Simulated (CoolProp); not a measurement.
Properties of the fluoroketone C6F12O (FK-5-1-12) at several states (Tc = 441.8 K, pc = 1.869 MPa, ω = 0.471).

The numbers come from the reference Helmholtz-energy equation of state, McLinden 2015 in CoolProp.

```tsv
T (K)	p (MPa)	phase	Z	cv (kJ/(kg K))	speed of sound (m/s)	Joule-Thomson coefficient (K/MPa)	isothermal compressibility (1/MPa)	fugacity coefficient
329.4	3.75	liquid	0.2832	0.9059	444.5	-0.2013	0.004080	0.04217
355.2	2.15	liquid	(withheld)	0.9287	354.9	-0.07275	0.006872	0.1328
210.1	0.0128	liquid	(withheld)	(withheld)	792.5	(withheld)	0.001078	0.009364
```

Task: Fill in the missing entries.

Result: 
- 355.2, Z: 0.1608
- 210.1, Z: 0.001253
- 210.1, cv (kJ/(kg K)): 0.8859
- 210.1, Joule-Thomson coefficient (K/MPa): -0.3393
